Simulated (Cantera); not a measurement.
**Iron carbonyl, mercury and lead vapours: HgO + O₂ + H₂**

Input: 1 mol HgO, 1.3 mol O₂, 83 mol H₂, held at 1200 °C and 0.0110 bar.

Method: chemical equilibrium by Gibbs-energy minimisation in Cantera with the NASA 1993 tables (ideal gas, pure condensed phases). Candidate condensed phases: H₂O, Hg, HgO; 10 gas species. The numbers say what is thermodynamically allowed, not how fast it happens.

x(H₂): 0.945
x(H₂O): 0.0429
x(Hg): 0.0119
x(H): 0.000117
gas amount: 84.00 mol
log10 activity of Hg(l) (absent): -6.59
